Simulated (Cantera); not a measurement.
What does this Cantera script print?

```python
import numpy as np
import cantera as ct

gas = ct.Solution("gri30.yaml")


def delay(T, t_max=10):
    gas.TPX = T, 130000, {'CH4': 1, 'O2': 2.25, 'N2': 8.45}
    reactor = ct.IdealGasReactor(gas, clone=False)
    net = ct.ReactorNet([reactor])
    net.rtol, net.atol = 1e-8, 1e-16
    while net.time < t_max:
        t_old, T_old = net.time, reactor.T
        net.step()
        if reactor.T > T + 400:  # ignition: a rise of 400 K
            return t_old + (T + 400 - T_old) / (reactor.T - T_old) * (net.time - t_old)
    return np.nan


taus = []
for T in [1225, 1300, 1375, 1450, 1525, 1600, 1675, 1750]:
    taus.append(delay(T))
    print(f"T0 = {T:6g} K   tau = {taus[-1]:.4e} s")
```

Output:

```
T0 =   1225 K   tau = 2.3124e-02 s
T0 =   1300 K   tau = 8.5208e-03 s
T0 =   1375 K   tau = 3.3899e-03 s
T0 =   1450 K   tau = 1.4582e-03 s
T0 =   1525 K   tau = 6.8178e-04 s
T0 =   1600 K   tau = 3.4716e-04 s
T0 =   1675 K   tau = 1.9132e-04 s
T0 =   1750 K   tau = 1.1281e-04 s
```

Model: GRI-Mech 3.0 (53 species, 325 reactions), integrated in Cantera.
